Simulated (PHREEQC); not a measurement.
Consider water at 20 °C with 40 mmol/kgw ZnCl2, 0.13 mmol/kgw CO2 and 0.02 mmol/kgw Ba(NO3)2. Closed to the air; pH follows from the charge balance.

The numbers come from PHREEQC with the ion-association model, phreeqc.dat.

This is a speciation only: nothing precipitates in the calculation.

Task: Predict the pH, specific conductance.

Result: pH 4.88; specific conductance 6800 µS/cm.

Task: In which forms is Cl present?

Result: Cl- 97 %, ZnCl+ 2.8 % of the Cl.
